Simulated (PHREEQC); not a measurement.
Make-up at 25 °C: 3.2 mmol/kgw Na2S and 0.42 mmol/kgw NH4Br. Closed to the air; pH follows from the charge balance.

All values are PHREEQC results (ion-association model, wateq4f.dat), not measurements.

The pH is 11.39 and the ionic strength is 0.00652 mol/kgw. The total alkalinity comes out as 6.40 meq/kg.

```csv
species,molality,activity,log γ
Na+,0.00640,0.00588,-0.037
HS-,0.00308,0.00283,-0.038
OH-,0.00267,0.00245,-0.038
Br-,0.000420,0.000386,-0.037
NH3,0.000417,0.000417,0.000
S-2,0.000117,8.34e-5,-0.145
```

No solid was allowed to form. The polysulfide entries of wateq4f.dat were taken out for this run.
